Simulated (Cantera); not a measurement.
A closed system holds: 1 mol SiC, 0.0022 mol O₂, 6.8 mol N₂, held at 1200 °C and 0.310 Pa.

Cantera equilibrium calculation (NASA polynomials, part measured and part estimated; ideal gas, pure solids and liquids). Rates play no part.

```
species        before     after
-----------  --------  --------
N₂              0.999     0.998
CO           0.000424   0.00112
SiO          0.000222  0.000875
Si           0.000201  0.000245
SiC(s), mol     0.997     0.992
```
Gas species are given as mole fractions.

Q: Name the change that produced these shifts.
(A) O₂ from 0.0022 to 0.0068 mol
(B) temperature from 1200 °C to 1775 °C
(C) temperature from 1200 °C to 700 °C
(D) temperature from 1200 °C to 1577 °C

A: A, O₂ from 0.0022 to 0.0068 mol
